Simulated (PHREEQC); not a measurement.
A solution holds 0.022 mol/kgw HF, 0.0069 mol/kgw H2SiF6, 0.0024 mol/kgw H3AsO4 and 3.6e-05 mol/kgw HCl, at 45 °C. Closed to the air; pH follows from the charge balance.

Model: ion-association model, wateq4f.dat, run in PHREEQC.

Precipitation was switched off in this run.

Problem. Order these F species by the share of F that they hold, largest first: F-, HF2-, H2F2, SiF6-2, HF.

Solution. SiF6-2 (65 %), HF (32 %), H2F2 (1.6 %), F- (1.3 %), HF2- (0.22 %)

The pH is 1.87 and the ionic strength 0.0222 mol/kgw. Away from 25 °C the constants follow the database's enthalpies or fits; those with neither stay at their 25 °C values. SiF6-2 is the database's only silicon fluoride.
